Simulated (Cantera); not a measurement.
Feed: 1 mol Al2O3, 840 mol H2, 1.2 mol H2O, at 160 Pa.

Method: chemical equilibrium by Gibbs-energy minimisation in Cantera with the NASA 1993 tables (ideal gas, pure condensed phases). Candidate condensed phases: Al, Al2O3, H2O; 19 gas species. The tables' values for AlOH are old estimates; treat these amounts as uncertain. The numbers say what is thermodynamically allowed, not how fast it happens. All values below are at 2000 K.

Base state: H2 0.958, H 0.0398, H2O 0.00189, Al 0.000280, AlOH 3.25e-5, Al2O 2.97e-5 (mole fractions); condensed: Al2O3(s).

### Question
What changes in the equilibrium state with this change: Al2O3 replaced by ZrO2?

### Answer
| species | before | after |
|---|---|---|
| H2 | 0.958 | 0.959 |
| H | 0.0398 | 0.0398 |
| H2O | 0.00189 | 0.00139 |
| Al | 0.000280 | 0 |
| AlOH | 3.25e-5 | 0 |
| Al2O | 2.97e-5 | 0 |
| Al2O3(s), mol | 0.838 | 0 |
| ZrO2(tetragonal), mol | 0 | 1.000 |
Further candidate phases: Zr, ZrO2.

### Question
What changes in the equilibrium state with this change: pressure from 160 Pa to 100000 Pa?

### Answer
```tsv
species	before	after
H2	0.958	0.997
H	0.0398	0.00162
H2O	0.00189	0.00143
AlOH	3.25e-5	1.56e-6
Al	0.000280	7.25e-7
Al2O	2.97e-5	9.04e-8
Al2O3(s), mol	0.838	0.999
```
